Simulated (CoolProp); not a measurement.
Saturation properties of hydrogen sulfide (Tc = 373.1 K, pc = 8999 kPa, ω = 0.101).

The numbers come from the reference Helmholtz-energy equation of state, Lemmon 2006 in CoolProp. It is a short technical equation, of lower accuracy than the large ones.

| T (K) | p (kPa) | liquid density (kg/m³) | vapour density (kg/m³) |
|---|---|---|---|
| 244.9 | 406.7 | 890.5 | 7.247 |
| 254.6 | 574.2 | 871.5 | 10.02 |
| 264.4 | 791.5 | 851.6 | 13.57 |
| 274.2 | 1065 | 830.8 | 18.03 |
| 284 | 1402 | 809.0 | 23.56 |
| 293.7 | 1806 | 786.1 | 30.30 |
| 303.5 | 2295 | 761.6 | 38.67 |
| 313.3 | 2872 | 735.1 | 48.97 |
| 323.1 | 3548 | 706.3 | 61.75 |
| 332.8 | 4324 | 674.6 | 77.66 |
| 342.6 | 5227 | 638.0 | 98.44 |
| 352.4 | 6264 | 594.2 | 126.8 |

It boils at 212.9 K under 1 atm.
